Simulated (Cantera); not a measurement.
An isothermal, constant-pressure homogeneous reactor starts with CO : O2 : H2O : N2 = 0.0059 : 0.0024 : 0.077 : 1 (molar parts), equivalence ratio 1.2, at 1275 K and 120 Torr.

Computed with Cantera and GRI-Mech 3.0 (53 species, 325 reactions).

x: mole fraction; the columns are a selection and need not sum to one.

```
t (s)         x CO      x O2   x H2O    x H2O2       x H     x HO2
--------  --------  --------  ------  --------  --------  --------
1.00e-5    0.00544   0.00221  0.0709    <1e-12    <1e-12    <1e-12
4.33e-5    0.00544   0.00221  0.0709    <1e-12    <1e-12  2.58e-12
0.000187   0.00544   0.00221  0.0709    <1e-12  4.92e-12  1.10e-11
0.000811   0.00544   0.00221  0.0709    <1e-12  1.00e-10  4.61e-11
0.00351    0.00544   0.00221  0.0709    <1e-12   1.47e-9  2.08e-10
0.0152     0.00543   0.00221  0.0709  9.10e-11   6.47e-7   2.97e-8
0.0658           ?         ?  0.0682         ?         ?         ?
0.285     0.000176  0.000272  0.0696   2.14e-8  0.000155   2.73e-8
1.23      0.000125   4.76e-5  0.0701   4.18e-9   3.92e-5   4.76e-9
5.34      0.000115   2.98e-6  0.0702  2.90e-10   8.47e-6  2.92e-10
23.1      0.000114   9.61e-8  0.0702  9.39e-12   1.47e-6  7.78e-12
100       0.000114   3.76e-9  0.0702    <1e-12   2.87e-7    <1e-12
```

### Question
What belongs in the gaps?

### Answer

- 0.0658, x CO: 0.000348
- 0.0658, x O2: 0.000905
- 0.0658, x H2O2: 5.89e-8
- 0.0658, x H: 0.000644
- 0.0658, x HO2: 9.11e-8
